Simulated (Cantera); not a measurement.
**Equilibrium for hydrogen reduction and annealing atmospheres: PbS + H2 + N2**

A closed system holds: 1 mol PbS, a varied amount of H2, 24 mol N2, held at 1350 K and 600 Pa.

Method: chemical equilibrium by Gibbs-energy minimisation in Cantera with the NASA 1993 tables (ideal gas, pure condensed phases). Candidate condensed phases: Pb, PbS, S; 18 gas species. Equilibrium is a limit: real reactors are often held back by kinetics, nucleation or transport.

| n(H2) (mol) | x H2 | x N2 | x PbS | x Pb | x H2S | x S2 | x SH | x H |
|---|---|---|---|---|---|---|---|---|
| 0.49 | 0.0184 | 0.938 | 0.0306 | 0.00845 | 0.000718 | 0.00383 | 7.01e-5 | 4.17e-6 |
| 1.6 | 0.0578 | 0.899 | 0.0288 | 0.00865 | 0.00207 | 0.00323 | 0.000114 | 7.40e-6 |
| 5.1 | 0.164 | 0.796 | 0.0241 | 0.00903 | 0.00472 | 0.00208 | 0.000154 | 1.25e-5 |
| 16 | 0.383 | 0.585 | 0.0154 | 0.00896 | 0.00708 | 0.000861 | 0.000152 | 1.90e-5 |
| 53 | 0.673 | 0.308 | 0.00597 | 0.00685 | 0.00631 | 0.000221 | 0.000102 | 2.52e-5 |
| 170 | 0.868 | 0.123 | 0.00142 | 0.00371 | 0.00357 | 4.26e-5 | 5.08e-5 | 2.87e-5 |
| 540 | 0.954 | 0.0425 | 0.000227 | 0.00154 | 0.00151 | 6.29e-6 | 2.05e-5 | 3.01e-5 |
x: gas mole fraction; nothing condenses.

From 0.49 mol H2 to 540 mol H2 nothing is condensed. The main Pb-bearing gas is PbS at 0.49 mol H2 and Pb at 540 mol H2.
